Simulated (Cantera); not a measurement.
An isothermal, constant-pressure homogeneous reactor starts with NO : N₂ = 1 : 0.11 (molar parts), at 2000 K and 100000 Pa. Integrator tolerance rtol = 1e-08.

Detailed kinetics in Cantera: GRI-Mech 3.0 (53 species, 325 reactions).

### Question
What does this change do: temperature 2000 to 1425 K?

### Answer
```json
[
 {"quantity": "x(NO) at 50.0 s", "before": "0.00931 (gas-phase equilibrium 0.00931)", "after": "0.692 (gas-phase equilibrium 0.00102)"},
 {"quantity": "x(O₂) at 50.0 s", "before": "0.445 (gas-phase equilibrium 0.445)", "after": "0.102 (gas-phase equilibrium 0.450)"},
 {"quantity": "x(N₂) at 50.0 s", "before": "0.545 (gas-phase equilibrium 0.545)", "after": "0.203 (gas-phase equilibrium 0.549)"},
 {"quantity": "x(N₂O) at 50.0 s", "before": "4.35e-7 (gas-phase equilibrium 4.35e-7)", "after": "0.000149 (gas-phase equilibrium 5.36e-8)"},
 {"quantity": "x(NO₂) at 50.0 s", "before": "2.34e-5 (gas-phase equilibrium 2.34e-5)", "after": "0.00329 (gas-phase equilibrium 1.02e-5)"},
 {"quantity": "x(O) at 50.0 s", "before": "0.000449 (gas-phase equilibrium 0.000449)", "after": "4.57e-7 (gas-phase equilibrium 9.37e-7)"}
]
```
